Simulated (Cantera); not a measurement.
Mixture: 3.85 % CH₄, 4.62 % H₂, 19.2 % O₂, 72.3 % N₂, equivalence ratio 0.52, at 280000 Pa, adiabatic and at constant volume. Ignition delay is the time to a rise of 400 K.

Computed with Cantera and GRI-Mech 3.0 (53 species, 325 reactions).

Predict: delay at 1000 K; delay at 1100 K; delay at 1200 K; delay at 1300 K; delay at 1400 K; delay at 1500 K; delay at 1600 K; apparent activation energy between 1400 and 1600 K.


```
Item                                                    Value
--------------------------------------------------  ---------
delay at 1000 K                                       13.3 ms
delay at 1100 K                                      0.823 ms
delay at 1200 K                                      0.240 ms
delay at 1300 K                                      0.103 ms
delay at 1400 K                                       52.9 µs
delay at 1500 K                                       30.6 µs
delay at 1600 K                                       19.4 µs
apparent activation energy between 1400 and 1600 K  94 kJ/mol
```
